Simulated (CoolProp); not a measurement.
Octamethylcyclotetrasiloxane (D4) along the isobar 73.7 bar: density (kg/m³) from the reference equation and from simpler models built on Tc = 586.5 K, pc = 13.47 bar, ω = 0.598; each cubic takes its own stable root.

Model: reference Helmholtz-energy equation of state, Thol 2015, in CoolProp.

```csv
T (K),phase,reference,van der Waals,Redlich-Kwong,Soave-Redlich-Kwong,Peng-Robinson
527.3,liquid,705.5,483.0,642.4,662.9,742.5
533.5,liquid,698.0,…,637.0,655.7,734.2
539.7,liquid,690.3,478.1,631.5,648.4,725.7
545.8,liquid,682.8,475.7,626.1,641.1,717.1
552,liquid,675.0,473.2,620.6,633.5,708.3
558.2,liquid,667.2,470.7,615.1,625.9,699.3
564.4,liquid,…,468.3,…,618.1,690.2
570.6,liquid,651.3,465.8,604.0,610.2,680.9
576.7,liquid,643.4,463.3,598.5,602.4,671.6
582.9,liquid,635.4,460.8,592.8,594.3,662.1
589.1,supercritical,627.2,458.3,587.2,586.1,652.4
595.3,supercritical,…,455.7,581.6,577.9,642.6
601.5,supercritical,610.7,453.2,575.9,…,632.7
607.6,supercritical,602.5,450.7,…,561.3,622.9
613.8,supercritical,594.0,448.1,564.7,552.9,612.9
620,supercritical,585.6,445.6,559.0,544.4,602.8
```

Question: Some entries are withheld; supply them.

Answer: 
- 533.5, van der Waals: 480.5
- 564.4, reference: 659.3
- 564.4, Redlich-Kwong: 609.5
- 595.3, reference: 619.0
- 601.5, Soave-Redlich-Kwong: 569.6
- 607.6, Redlich-Kwong: 570.3
